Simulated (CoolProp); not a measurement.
A Linde-Hampson liquefier for dry air: isothermal reversible compression at 290 K from 1 atm to 20 MPa, throttling to 1 atm, return gas leaving the recuperator 5 K below the feed. Each further row changes one setting.

Model: reference Helmholtz-energy equation of state, Lemmon 2000, in CoolProp. It is a pseudo-pure fit of the blend.

| case | liquid yield per pass | compression work (kJ/kg of gas) |
|---|---|---|
| as stated | [?] | 438 |
| high pressure 40 MPa | 0.106 | [?] |
| warm-end temperature 320 K | 0.055 | [?] |
| warm-end gap 10 K | [?] | 438 |

Task: What belongs in the gaps?

Result: 
- as stated, liquid yield per pass: 0.078
- high pressure 40 MPa, compression work (kJ/kg of gas): 501
- warm-end temperature 320 K, compression work (kJ/kg of gas): 486
- warm-end gap 10 K, liquid yield per pass: 0.067
